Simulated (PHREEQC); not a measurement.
Solution A (26 mmol/kgw KOH, 0.87 mmol/kgw H3BO3 and 0.23 mmol/kgw K2CO3) is mixed with solution B (0.0098 mol/kgw NH4HCO3) at 24 °C; shares are by mass of water, 1 kg in all. O2 is buffered at 0.21 atm. No CO2 enters from the air. Nothing may precipitate in this run.

The numbers come from PHREEQC with the ion-association model, wateq4f.dat.

| share of solution B | pH | H2BO3- (mol/kgw) | HCO3- (mol/kgw) | CO3-2 (mol/kgw) | H3BO3 (mol/kgw) |
|---|---|---|---|---|---|
| 0 | 12.36 | 0.000869 | 1.38e-6 | 0.000229 | 5.60e-7 |
| 0.05 | 12.32 | 0.000826 | 4.68e-6 | 0.000704 | ? |
| 0.15 | 12.23 | 0.000739 | ? | 0.00165 | 6.49e-7 |
| 0.2 | ? | 0.000695 | 2.02e-5 | 0.00212 | 6.95e-7 |
| 0.3 | ? | 0.000608 | 4.04e-5 | 0.00306 | 8.39e-7 |
| 0.35 | 11.95 | 0.000564 | 5.75e-5 | 0.00352 | 9.60e-7 |
| 0.45 | 11.68 | ? | 0.000134 | 0.00440 | 1.50e-6 |
| 0.5 | 11.46 | 0.000433 | 0.000247 | 0.00477 | 2.31e-6 |
| 0.55 | 11.07 | 0.000386 | ? | 0.00487 | 5.03e-6 |
| 0.65 | 10.18 | 0.000276 | 0.00328 | 0.00317 | 2.87e-5 |
| 0.7 | 9.87 | 0.000216 | 0.00470 | 0.00222 | 4.53e-5 |
| 0.8 | 9.37 | 0.000103 | 0.00689 | 0.000993 | 7.05e-5 |
| 0.85 | 9.12 | 5.94e-5 | 0.00772 | 0.000632 | 7.10e-5 |
| 0.95 | 8.49 | 7.03e-6 | ? | 0.000171 | 3.65e-5 |
| 1 | 7.79 | 0 | 0.00945 | 3.57e-5 | 0 |

Task: Complete the blanks.

Result: 
- 0.05, H3BO3 (mol/kgw): 5.84e-7
- 0.15, HCO3- (mol/kgw): 1.37e-5
- 0.2, pH: 12.18
- 0.3, pH: 12.04
- 0.45, H2BO3- (mol/kgw): 0.000477
- 0.55, HCO3- (mol/kgw): 0.000620
- 0.95, HCO3- (mol/kgw): 0.00909
